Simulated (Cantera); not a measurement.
An adiabatic, constant-volume homogeneous reactor starts with C2H4 : O2 : N2 : H2O = 1 : 5.36 : 20.1 : 0.76 (molar parts), equivalence ratio 0.56, at 1475 K and 1.01 bar.

Computed with Cantera and GRI-Mech 3.0 (53 species, 325 reactions). GRI-Mech 3.0 was tuned for natural gas; its chemistry of ethylene as a main component is partial and can be far from experiment.

One state of this run: T (K) = 2699; P (bar) = 1.89; x C2H4 = <1e-12; x O2 = 0.0837; x H2O = 0.0870; x N2O = 1.18e-6; x HCN = 5.09e-11. x: mole fraction; the columns are a selection and need not sum to one.

Which value of t (s) does it belong to?
A) 7.14e-5
B) 0.000775
C) 2.00e-6
D) 6.59e-6

B, 0.000775
